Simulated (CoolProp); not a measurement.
Model: reference Helmholtz-energy equation of state, Lemmon 2003, in CoolProp. It is a pseudo-pure fit of the blend.

### Question
For R410A, give the phase and the isothermal compressibility (1/MPa), conductivity (mW/(m K)), fugacity coefficient at 282.8 K and 5.73 MPa; 306.5 K and 5.73 MPa; 401.5 K and 5.73 MPa.

### Answer
- 282.8 K and 5.73 MPa: liquid; isothermal compressibility 0.00453, conductivity 102, fugacity coefficient 0.177
- 306.5 K and 5.73 MPa: liquid; isothermal compressibility 0.00849, conductivity 87.8, fugacity coefficient 0.304
- 401.5 K and 5.73 MPa: supercritical; isothermal compressibility 0.246, conductivity 27.0, fugacity coefficient 0.771

Thermal conductivity comes from a separate model (Geller 2001).
